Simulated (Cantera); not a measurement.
Charge: 1 mol LiOH, 0.085 mol H2O, at 2148.15 K and 1 atm.

Equilibrium computed with Cantera from the NASA thermochemical tables; the gas is ideal and each condensed phase is pure. Candidate condensed phases: H2O, Li, LiH, LiOH, Li2O; 17 gas species. Kinetics and transport are ignored.

Base state: LiOH 0.729, H2O 0.237, Li2O 0.0159, Li 0.00647, H2 0.00367, O2 0.00276, OH 0.00209, Li2(OH)2 0.00179 (mole fractions); condensed: Li2O(l).

Q: What changes in the equilibrium state with this change: H2O from 0.085 to 6.8 mol?

A: 
```tsv
species	before	after
H2O	0.237	0.853
LiOH	0.729	0.126
H2	0.00367	0.0105
Li2O	0.0159	0.000133
Li2O2	0.000129	1.35e-6
Li2(OH)2	0.00179	5.39e-5
Li2O(l), mol	0.129	0
```
